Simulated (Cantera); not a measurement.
Feed: 1 mol Fe2O3, 2.8 mol CO, held at 2475 K.

Method: chemical equilibrium by Gibbs-energy minimisation in Cantera with the NASA 1993 tables (ideal gas, pure condensed phases). Candidate condensed phases: C, Fe, Fe(CO)5, FeO, Fe2O3, Fe3O4; 15 gas species. The tables' stoichiometric FeO is somewhat more stable than real wüstite, so its field is too wide. FeO: taken at fixed stoichiometry. Rates play no part.

Question: Which condensed phases are stable at each of these points (P (Pa)): 10, 100, 1000, 10000, 100000, 1000000?

Answer: 
```csv
P (Pa),condensed phases,Fe condensed (%)
10,gas only,0.0
100,gas only,0.0
1000,FeO(l),27.0
10000,FeO(l),94.2
100000,FeO(l),99.4
1000000,FeO(l),99.9
```

From 0.000100 bar to 0.00100 bar nothing is condensed. From 0.0100 bar to 10.0 bar the condensed part is FeO(l).
